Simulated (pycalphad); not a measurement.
CALPHAD calculation (pycalphad, COST 507 light-alloy database (1999)), 1 atm. No gas phase is included, though pure Si would boil below 2927 °C. The data set is of 1999 and partly superseded. Amounts are mole fractions of atoms.

Task: Give the equilibrium state of Si-96.6C (at.%) at 2277 °C.

Result: graphite, fraction 0.932, with 100 C at.%; CSI, fraction 0.068, with 50.0 C at.%.

Task: Give the equilibrium state of Si-96.6C (at.%) at 2927 °C.

Result: graphite, fraction 0.957, with 100 C at.%; liquid, fraction 0.043, with 20.8 C at.%.

Database names, with the compositions (at.%) that they take in these runs: CSI: Si 50 C 50.
